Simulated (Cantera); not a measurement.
What does this Cantera script print?

```python
import numpy as np
import cantera as ct

gas_names = [...]  # 113 gases of nasa_gas.yaml made of C, H, O, Ta
cond_names = """
    C(gr) C6H6(L) C7H8(L) C8H18(L),n-octa H2O(s) H2O(L) Ta(cr) Ta(L) TaC(s) TaC(L) Ta2O5(s) Ta2O5(L)
""".split()


# ... load() reads the species with a 1 bar reference pressure and builds the phases ...
atoms = {
    'Ta(OEt)5': {'Ta': 1, 'C': 10, 'H': 25, 'O': 5},
    'CH4': {'C': 1, 'H': 4},
    'H2': {'H': 2},
}
top_T = {'C(gr)': 4500}  # K; cautious upper limits of use, not melting points


# ... equilibrate(T, P, feed) seeds the gas with the atoms and calls Mixture.equilibrate('TP', solver="vcs", rtol=1e-11, max_steps=5000) ...
results = []
feed = {'Ta(OEt)5': 1, 'CH4': 2.4, 'H2': 8.1}  # mol
T = 1623  # K
for P in [0.1, 0.75, 5.6, 42, 320, 2400, 18000, 130000, 1000000]:
    mix = equilibrate(T, P, feed)
    results.append((T, P, feed, dict(zip(mix.species_names, mix.species_moles))))

top = {s: max(r[3][s] / sum(r[3][g] for g in gas_names) for r in results) for s in gas_names}
cols = sorted((s for s in top if top[s] > 0.001), key=lambda s: -top[s])[:9]
seen = [c for c in cond_names if any(r[3].get(c, 0) > 1e-12 for r in results)]
print("log10 of partial pressures in bar; condensed amounts in mol")
print(f"{'P/Pa':>10s}" + "".join(f"{s[:9]:>10s}" for s in cols + seen))
for T, P, feed, n in results:
    ng = sum(n[g] for g in gas_names)
    print(f"{P:10.4g}" + "".join(f"{np.log10(max(n[s] / ng * P / 1e5, 1e-99)):10.3f}" for s in cols)
          + "".join(f"{n.get(c, 0):10.4g}" for c in seen))
```

Result:

```
log10 of partial pressures in bar; condensed amounts in mol
      P/Pa        H2        CO         H       CH4       H2O     C(gr)    TaC(s)
       0.1    -6.108    -6.797    -7.215   -15.045   -16.026     6.398         1
      0.75    -5.214    -5.914    -6.767   -13.257   -14.249     6.398         1
       5.6    -4.334    -5.038    -6.327   -11.497   -12.492     6.398         1
        42    -3.456    -4.161    -5.889    -9.742   -10.738     6.398         1
       320    -2.573    -3.279    -5.447    -7.976    -8.973     6.398         1
      2400    -1.698    -2.404    -5.009    -6.225    -7.223     6.398         1
   1.8e+04    -0.823    -1.529    -4.572    -4.475    -5.472     6.393         1
   1.3e+05     0.035    -0.670    -4.143    -2.759    -3.755     6.362         1
     1e+06     0.916     0.218    -3.703    -0.997    -1.987     6.127         1
```

Equilibrium computed with Cantera from the NASA thermochemical tables; the gas is ideal and each condensed phase is pure. The feed counts by its element totals alone. TaC: taken at fixed stoichiometry. Condensed phases not in the tables: Ta2C.
